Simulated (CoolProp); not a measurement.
The numbers come from the reference Helmholtz-energy equation of state, Platzer 1990 in CoolProp. This equation is an older, rougher fit.

Problem. For c-C4F8 (RC318), give the phase and the density (kg/m³), cp (kJ/(kg K)), cv (kJ/(kg K)), isothermal compressibility (1/MPa) at 441 K and 1130 kPa.

Solution. 
- 441 K and 1130 kPa: gas; density 67.7, cp 1.01, cv 0.942, isothermal compressibility 0.977
